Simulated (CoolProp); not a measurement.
A simple Rankine cycle with R236EA: condensing at 327.15 K, boiler at 1.41 MPa, turbine inlet 370 K, turbine efficiency 0.6, pump efficiency 0.8, no recuperator. Each further row changes one setting.

The numbers come from the reference Helmholtz-energy equation of state, Rui 2013 in CoolProp.

```tsv
case	thermal efficiency (%)	net work (kJ/kg)	heat in (kJ/kg)	turbine exit temperature (K)	volume ratio over the turbine
as stated	5.3	8.77	166	345.5	3.16
turbine inlet 390 K	5.2	9.89	190	368.2	3.01
condensing temperature 319.15 K	6.2	11.0	176	341.4	4.02
boiler pressure 0.987 MPa	3.6	6.32	174	356.4	2.03
turbine efficiency 0.5	4.3	7.17	166	347.1	3.18
```
